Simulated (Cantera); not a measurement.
Abatement and gas-phase synthesis: CO2 + H2

A closed system holds: 1 mol CO2, a varied amount of H2, at 3077 °C and 1950 Torr.

Method: chemical equilibrium by Gibbs-energy minimisation in Cantera with the NASA 1993 tables (ideal gas, pure condensed phases). Candidate condensed phases: C, C6H6, C7H8, C8H18, H2O; 110 gas species. Kinetics and transport are ignored.

| n(H2) (mol) | x H2 | x CO | x H2O | x H | x CO2 | x OH | x O | x O2 |
|---|---|---|---|---|---|---|---|---|
| 1 | 0.131 | 0.359 | 0.225 | 0.0928 | 0.0770 | 0.0676 | 0.0284 | 0.0190 |
| 1.3 | 0.183 | 0.332 | 0.232 | 0.110 | 0.0523 | 0.0588 | 0.0208 | 0.0102 |
| 1.5 | 0.217 | 0.314 | 0.229 | 0.120 | 0.0412 | 0.0533 | 0.0174 | 0.00710 |
| 1.9 | 0.279 | 0.281 | 0.216 | 0.136 | 0.0271 | 0.0444 | 0.0127 | 0.00383 |
| 2.3 | 0.331 | 0.252 | 0.200 | 0.148 | 0.0189 | 0.0377 | 0.00993 | 0.00233 |
| 2.8 | 0.384 | 0.223 | 0.181 | 0.159 | 0.0130 | 0.0316 | 0.00773 | 0.00141 |
| 3.4 | 0.434 | 0.195 | 0.160 | 0.169 | 0.00893 | 0.0264 | 0.00608 | 0.000871 |
| 4.1 | 0.478 | 0.169 | 0.141 | 0.178 | 0.00620 | 0.0221 | 0.00485 | 0.000555 |
| 5 | 0.521 | 0.145 | 0.122 | 0.185 | 0.00421 | 0.0183 | 0.00385 | 0.000349 |
| 6.1 | 0.559 | 0.123 | 0.104 | 0.192 | 0.00285 | 0.0151 | 0.00307 | 0.000222 |
| 7.5 | 0.594 | 0.103 | 0.0880 | 0.198 | 0.00190 | 0.0124 | 0.00243 | 0.000140 |
x: gas mole fraction; nothing condenses.

From 1 mol H2 to 7.5 mol H2 nothing is condensed. The main C-bearing gas is CO throughout.
